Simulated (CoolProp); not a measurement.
Aqueous ethylene glycol as a coolant, 36 % by mass, freezing at -19.8 °C, 1 atm.

Model: Melinder's fits for secondary coolants, in CoolProp.

```tsv
T (°C)	density (kg/m³)	conductivity (W/(m K))	cp (kJ/(kg K))	viscosity (mPa s)
-13.4	1058	0.413	3.473	9.29
-3.2	1055	…	3.513	5.87
6.9	1052	0.430	3.552	…
17	…	0.438	3.589	2.79
27.1	…	0.447	3.626	…
37.3	1038	…	…	1.58
```

### Question
Some entries are withheld; supply them.

### Answer

- -3.2, conductivity (W/(m K)): 0.421
- 6.9, viscosity (mPa s): 3.94
- 17, density (kg/m³): 1048
- 27.1, density (kg/m³): 1043
- 27.1, viscosity (mPa s): 2.06
- 37.3, conductivity (W/(m K)): 0.455
- 37.3, cp (kJ/(kg K)): 3.661
